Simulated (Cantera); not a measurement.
Charge: 1 mol SiH4, 0.34 mol C2H2, 900 mol H2, equilibrated at 2.90 mbar.

Cantera equilibrium calculation (NASA polynomials, part measured and part estimated; ideal gas, pure solids and liquids). Candidate condensed phases: C, C6H6, C7H8, C8H18, Si, SiC; 87 gas species. Mutual solubility and eutectic melting of coexisting phases are not modelled. Gases not in the tables: Si2H6 and higher silanes. The numbers say what is thermodynamically allowed, not how fast it happens.

Task: What share of the Si ends up in condensed phases as a function of T (K), at 1648, 1698, 1748, 1798, 1848, 1898, 1948, 1998, 2048, 2098, 2148, 2198, 2248, 2298?

Result: 
```tsv
T (K)	Si condensed (%)	as
1648	90.3	Si(s) + SiC(s)
1698	76.1	Si(l) + SiC(s)
1748	67.7	SiC(s)
1798	67.5	SiC(s)
1848	65.8	SiC(s)
1898	57.8	SiC(s)
1948	35.1	SiC(s)
1998	0.0	-
2048	0.0	-
2098	0.0	-
2148	0.0	-
2198	0.0	-
2248	0.0	-
2298	0.0	-
```
